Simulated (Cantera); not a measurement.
Mixture: H2 : O2 : N2 = 1 : 1.06 : 7.2 (molar parts), equivalence ratio 0.47, at 3750 Torr, adiabatic and at constant volume. Ignition delay is the time to a rise of 400 K.

Model: the H2/O2 subset of GRI-Mech 3.0, which has no nitrogen chemistry, integrated in Cantera. The hydrogen kinetics of GRI-Mech 3.0 are dated; newer H2 mechanisms differ, most at raised pressure. Where the delays flatten at high temperature, the 400 K rule measures the pace of heat release, not the induction time.

Q: Predict: delay at 1173 K; delay at 1273 K; delay at 1373 K; delay at 1473 K; delay at 1573 K.

A: 
```json
{
  "delay at 1173 K": "36.7 µs",
  "delay at 1273 K": "13.3 µs",
  "delay at 1373 K": "7.93 µs",
  "delay at 1473 K": "5.66 µs",
  "delay at 1573 K": "4.54 µs"
}
```
